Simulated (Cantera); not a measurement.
A perfectly stirred reactor is fed with NH3 : H2 = 1 : 10 (molar parts), at 100.0 Torr; it is held at 1798 K, and followed from long to short residence time.

Detailed kinetics in Cantera: the gas-phase N/H chemistry of the illustrative SiF4/NH3 mechanism in the Surface Chemkin manual (1991). Walls and surfaces, which speed up NH3 decomposition in real reactors, are not modelled.

Problem. Predict: x(NH3) at τ = 9.20 s; x(H2) at τ = 9.20 s; x(N2) at τ = 9.20 s; x(H) at τ = 9.20 s; x(NH) at τ = 9.20 s; x(NH3) at τ = 87.0 ms; x(H2) at τ = 87.0 ms; x(N2) at τ = 87.0 ms; x(H) at τ = 87.0 ms; x(NH) at τ = 87.0 ms.

Solution. 
```json
{
 "x(NH3) at τ = 9.20 s": "0.0294",
 "x(H2) at τ = 9.20 s": "0.942",
 "x(N2) at τ = 9.20 s": "0.0282",
 "x(H) at τ = 9.20 s": "0.000498",
 "x(NH) at τ = 9.20 s": "1.05e-6",
 "x(NH3) at τ = 87.0 ms": "0.0891",
 "x(H2) at τ = 87.0 ms": "0.910",
 "x(N2) at τ = 87.0 ms": "0.000769",
 "x(H) at τ = 87.0 ms": "0.000317",
 "x(NH) at τ = 87.0 ms": "1.38e-6"
}
```
